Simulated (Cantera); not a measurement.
A closed system holds: 1 mol SiC, 0.6 mol O₂, 1.1 mol H₂, at 110 Pa.

These are equilibrium values from Cantera (NASA tables, ideal gas, pure condensed phases), not measurements of a reactor. Candidate condensed phases: C, C₆H₆, C₇H₈, C₈H₁₈, H₂O, Si, SiC, SiO₂; 123 gas species. Kinetics and transport are ignored. All values below are at 1523 K.

Base state: H₂ 0.478, CO 0.261, SiO 0.261, H 0.000482 (mole fractions); condensed: SiC(s).

**Question.** What changes in the equilibrium state with this change: pressure from 110 Pa to 100000 Pa?

**Answer.** 
| species | before | after |
|---|---|---|
| H₂ | 0.478 | 0.965 |
| CO | 0.261 | 0.0324 |
| CH₄ | 2.69e-8 | 0.00215 |
| SiO | 0.261 | 6.98e-5 |
| C₂H₂ (acetylene) | 1.22e-8 | 1.14e-5 |
| H | 0.000482 | 2.27e-5 |
| H₂O | 4.31e-6 | 4.56e-5 |
| SiC(s), mol | 0.400 | 0.418 |
| C(graphite), mol | 0 | 0.542 |
| SiO₂(β-quartz), mol | 0 | 0.582 |
Mutual solubility and eutectic melting of coexisting phases are not modelled. The tables hold silica as quartz up to 1696 K and as liquid above; real silica turns to tridymite and cristobalite and melts near 1996 K.
